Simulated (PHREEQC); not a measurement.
A solution holds 0.003 mol CdCl2, 0.0032 mol NaCl and 4.5e-05 mol MnSO4 per kg of water, at 25 °C. Closed to the air; pH follows from the charge balance.

The numbers come from PHREEQC with the ion-association model, wateq4f.dat.

Each row changes one thing in this solution. Precipitation was switched off in this run.

```csv
case,pH,ionic strength (mol/kgw),Cl- (mol/kgw),Cd+2 (mol/kgw),CdCl+ (mol/kgw),SO4-2 (mol/kgw),SI of CdOHCl (CdOHCl),SI of Halite (NaCl)
as made,6.17,0.0103,0.00814,0.00196,0.00100,3.57e-5,-2.38,-6.26
MnSO4 from 4.5e-05 to 4.95e-05 mol/kgw,6.17,0.0103,0.00814,0.00196,0.00100,3.92e-5,-2.38,-6.26
diluted 100-fold with water,6.95,0.000123,9.17e-5,2.97e-5,2.47e-7,4.46e-7,-5.16,-10.13
0.0016 mol/kgw HCl added,2.84,___,0.00963,0.00186,0.00110,3.36e-5,-5.67,-6.19
CdCl2 from 0.003 to 0.0027 mol/kgw,6.19,0.00962,0.00768,0.00179,0.000875,3.61e-5,-2.41,-6.28
temperature from 25 to 80 °C,5.68,0.0101,0.00806,0.00189,0.00107,3.43e-5,-2.06,-6.38
MnSO4 from 4.5e-05 to 9e-05 mol/kgw,6.17,___,0.00814,0.00196,0.000998,7.13e-5,-2.38,-6.26
NaCl from 0.0032 to 0.00288 mol/kgw,6.17,0.00998,0.00784,0.00198,___,3.56e-5,-2.38,-6.32
```

### Question
Some entries are withheld; supply them.

### Answer

- 0.0016 mol/kgw HCl added, ionic strength (mol/kgw): 0.0116
- MnSO4 from 4.5e-05 to 9e-05 mol/kgw, ionic strength (mol/kgw): 0.0104
- NaCl from 0.0032 to 0.00288 mol/kgw, CdCl+ (mol/kgw): 0.000981

At this temperature some constants are extrapolated from 25 °C, and those without enthalpy data are left unchanged.
